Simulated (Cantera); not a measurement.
Adiabatic ignition

An adiabatic, constant-volume homogeneous reactor starts with 5.42 % CO, 0.179 % H₂, 4.55 % CH₄, 18.9 % O₂, 71.0 % N₂, equivalence ratio 0.63, at 1425 K and 3750 Torr.

Detailed kinetics in Cantera: GRI-Mech 3.0 (53 species, 325 reactions).

| t (s) | T (K) | P (bar) | x CO | x H₂ | x CH₄ | x O₂ | x CH₃ | x HO₂ |
|---|---|---|---|---|---|---|---|---|
| 2.00e-6 | 1425 | 5.00 | 0.0542 | 0.00179 | 0.0455 | 0.189 | 4.00e-7 | 1.40e-7 |
| 1.08e-5 | 1425 | 5.00 | 0.0542 | 0.00179 | 0.0455 | 0.189 | 2.95e-6 | 5.54e-7 |
| 5.86e-5 | 1425 | 5.00 | 0.0542 | 0.00179 | 0.0454 | 0.189 | 3.22e-5 | 1.70e-6 |
| 0.000317 | 1447 | 5.08 | 0.0541 | 0.00206 | 0.0427 | 0.187 | 0.000185 | 2.62e-5 |
| 0.00172 | 2789 | 9.66 | 0.0156 | 0.00224 | <1e-12 | 0.0655 | <1e-12 | 1.90e-5 |
| 0.00931 | 2788 | 9.66 | 0.0156 | 0.00224 | <1e-12 | 0.0653 | <1e-12 | 1.89e-5 |
| 0.0504 | 2788 | 9.66 | 0.0156 | 0.00224 | <1e-12 | 0.0653 | <1e-12 | 1.89e-5 |
| 0.273 | 2788 | 9.66 | 0.0156 | 0.00224 | <1e-12 | 0.0653 | <1e-12 | 1.89e-5 |
| 1.48 | 2788 | 9.66 | 0.0156 | 0.00224 | <1e-12 | 0.0653 | <1e-12 | 1.89e-5 |
| 8.00 | 2788 | 9.66 | 0.0156 | 0.00224 | <1e-12 | 0.0653 | <1e-12 | 1.89e-5 |
x: mole fraction; the columns are a selection and need not sum to one.

time of steepest temperature rise: 0.429 ms
temperature at 8.00 s: 2788 K
equilibrium temperature: 2788 K
x(CO) at 8.00 s: 0.0156 (gas-phase equilibrium 0.0156)
x(H₂) at 8.00 s: 0.00224 (gas-phase equilibrium 0.00224)
x(CH₄) at 8.00 s: <1e-12 (gas-phase equilibrium <1e-12)
